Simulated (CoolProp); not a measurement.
Computed with CoolProp (reference Helmholtz-energy equation of state, Schroeder 2014).

Question: Give the vapour pressure (MPa), vapour Z, liquid conductivity (mW/(m K)) of saturated ethanol at 449.4, 460.7, 483.2 K.

Answer: 
```csv
T (K),p (MPa),vapour Z,liquid conductivity (mW/(m K))
449.4,1.83,0.790,138
460.7,2.32,0.754,137
483.2,3.61,0.662,134
```

Thermal conductivity comes from a separate model (Assael 2013).
